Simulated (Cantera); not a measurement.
# Pyrogenic steam for wet oxidation

An isothermal, constant-pressure homogeneous reactor starts with 45.6 % H2, 32.6 % O2, 21.8 % N2, at 1000 K and 13300 Pa.

Cantera simulation using the H2/O2 subset of GRI-Mech 3.0, which has no nitrogen chemistry; the numbers are that mechanism's predictions, not measurements. Radical loss at walls, strong at low pressure, is not modelled. The temperature is held fixed by assumption; the heat of reaction is taken as removed at once.

```json
[
 {"t (s)": "3.00e-6", "x H2": "0.456", "x O2": "0.326", "x HO2": "4.35e-11", "x O": "1.40e-12", "x H2O2": "<1e-12", "x OH": "<1e-12"},
 {"t (s)": "1.02e-5", "x H2": "0.456", "x O2": "0.326", "x HO2": "1.50e-10", "x O": "1.21e-11", "x H2O2": "<1e-12", "x OH": "5.21e-12"},
 {"t (s)": "3.44e-5", "x H2": "0.456", "x O2": "0.326", "x HO2": "5.47e-10", "x O": "9.50e-11", "x H2O2": "<1e-12", "x OH": "3.40e-11"},
 {"t (s)": "0.000116", "x H2": "0.456", "x O2": "0.326", "x HO2": "4.06e-9", "x O": "2.52e-9", "x H2O2": "7.24e-12", "x OH": "8.69e-10"},
 {"t (s)": "0.000393", "x H2": "0.455", "x O2": "0.325", "x HO2": "2.35e-5", "x O": "4.21e-5", "x H2O2": "6.52e-8", "x OH": "1.60e-5"},
 {"t (s)": "0.00133", "x H2": "0.0118", "x O2": "0.131", "x HO2": "6.45e-5", "x O": "0.000536", "x H2O2": "7.51e-6", "x OH": "0.000740"},
 {"t (s)": "0.00451", "x H2": "0.00326", "x O2": "0.128", "x HO2": "3.85e-5", "x O": "4.34e-5", "x H2O2": "6.10e-6", "x OH": "9.58e-5"},
 {"t (s)": "0.0152", "x H2": "0.00133", "x O2": "0.127", "x HO2": "2.29e-5", "x O": "6.11e-6", "x H2O2": "6.86e-6", "x OH": "2.33e-5"},
 {"t (s)": "0.0516", "x H2": "0.000588", "x O2": "0.127", "x HO2": "1.24e-5", "x O": "1.11e-6", "x H2O2": "4.29e-6", "x OH": "7.85e-6"},
 {"t (s)": "0.175", "x H2": "0.000193", "x O2": "0.127", "x HO2": "4.90e-6", "x O": "1.77e-7", "x H2O2": "8.20e-7", "x OH": "3.24e-6"},
 {"t (s)": "0.591", "x H2": "4.75e-5", "x O2": "0.127", "x HO2": "1.33e-6", "x O": "1.71e-8", "x H2O2": "6.82e-8", "x OH": "1.15e-6"},
 {"t (s)": "2.00", "x H2": "7.93e-6", "x O2": "0.127", "x HO2": "2.39e-7", "x O": "1.41e-9", "x H2O2": "3.51e-9", "x OH": "4.90e-7"}
]
```
x: mole fraction; the columns are a selection and need not sum to one.

Equilibrium at this temperature and pressure: H2 4.00e-10, O2 0.127, HO2 9.35e-10, O 1.54e-10, H2O2 2.16e-10, OH 4.09e-7 (gas phase only).
